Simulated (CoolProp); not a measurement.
R125 along the isobar 5.04 bar: Z from the reference equation and from simpler models built on Tc = 339.2 K, pc = 36.18 bar, ω = 0.305; each cubic takes its own stable root.

Model: reference Helmholtz-energy equation of state, Lemmon 2005, in CoolProp.

| T (K) | phase | reference |
|---|---|---|
| 195.9 | liquid | 0.02299 |
| 207.4 | liquid | 0.02225 |
| 218.8 | liquid | 0.02163 |
| 230.3 | liquid | 0.02112 |
| 241.7 | liquid | 0.02072 |
| 253.2 | liquid | 0.02042 |
| 276.1 | gas | 0.8915 |
| 287.5 | gas | 0.9076 |
| 299 | gas | 0.9206 |
| 310.4 | gas | 0.9312 |

Question: How far does each simpler model (van der Waals, Redlich-Kwong) lie from the reference over these 10 states: mean and median of the absolute difference, and the worst?

Answer: 
- van der Waals: mean 1290.6 %, median 67.2 %, worst +4358.9 % at 253.2 K and 5.04 bar
- Redlich-Kwong: mean 428.9 %, median 13.6 %, worst +4213.4 % at 253.2 K and 5.04 bar

At some of these states van der Waals, Redlich-Kwong gives the other phase, because its saturation line lies elsewhere.
